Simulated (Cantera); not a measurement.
Charge: 1 mol trisilylamine, a varied amount of N2, at 1100 K and 0.000240 bar.

These are equilibrium values from Cantera (NASA tables, ideal gas, pure condensed phases), not measurements of a reactor. Candidate condensed phases: Si, Si3N4; 18 gas species. The feed counts by its element totals alone. Mutual solubility and eutectic melting of coexisting phases are not modelled. Rates play no part.

x: gas mole fraction; n: condensed amount in mol.

| n(N2) (mol) | x H2 | x N2 | x H | x NH3 | x SiH2 | n Si(s) | n Si3N4(s) |
|---|---|---|---|---|---|---|---|
| 0.72 | 1.000 | 4.01e-6 | 1.67e-6 | 1.53e-10 | 1.32e-9 | 1.17 | 0.610 |
| 1.1 | 1.000 | 4.01e-6 | 1.67e-6 | 1.53e-10 | 1.32e-9 | [?] | [?] |
| 1.7 | 0.957 | [?] | 1.63e-6 | [?] | [?] | 0 | 1.00 |
| 2.7 | 0.789 | 0.211 | 1.48e-6 | 2.45e-8 | <1e-12 | 0 | 1.00 |
| 4.2 | 0.625 | 0.375 | 1.32e-6 | 2.31e-8 | <1e-12 | 0 | 1.00 |
| 6.5 | 0.474 | 0.526 | 1.15e-6 | 1.80e-8 | <1e-12 | 0 | 1.00 |
| 10 | 0.346 | 0.654 | 9.82e-7 | 1.26e-8 | <1e-12 | 0 | 1.00 |

**Question.** What belongs in the gaps?

**Answer.** 
- 1.7, x N2: 0.0426
- 1.7, x NH3: 1.47e-8
- 1.7, x SiH2: 2.61e-12
- 1.1, n Si(s): 0.600
- 1.1, n Si3N4(s): 0.800
